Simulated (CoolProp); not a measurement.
R227EA at 293.15 K and 0.154 MPa flows at 5.4 m/s in a round tube of 4.6 mm bore and 0.25 µm roughness, fully developed (64/Re and Nu = 3.66 if laminar; Colebrook and Gnielinski if turbulent). Each further row changes one setting.

Computed with CoolProp (reference Helmholtz-energy equation of state, Lemmon 2016).

```json
[
 {"case": "as stated", "Reynolds number": "24600", "Darcy friction factor": "0.0247", "pressure drop (Pa/m)": "882", "heat-transfer coefficient (W/(m² K))": "171", "mass flow (kg/h)": "3.64"},
 {"case": "velocity 10.8 m/s", "Reynolds number": "49300", "Darcy friction factor": "0.0212", "pressure drop (Pa/m)": "3020", "heat-transfer coefficient (W/(m² K))": "296", "mass flow (kg/h)": "7.27"},
 {"case": "diameter 9.2 mm", "Reynolds number": "49300", "Darcy friction factor": "0.0211", "pressure drop (Pa/m)": "376", "heat-transfer coefficient (W/(m² K))": "147", "mass flow (kg/h)": "14.5"}
]
```

Viscosity comes from a separate model (Huber 2003), an estimate that may be off by 10 % or more. Thermal conductivity comes from a separate model (Huber 2003), an estimate that may be off by 10 % or more.
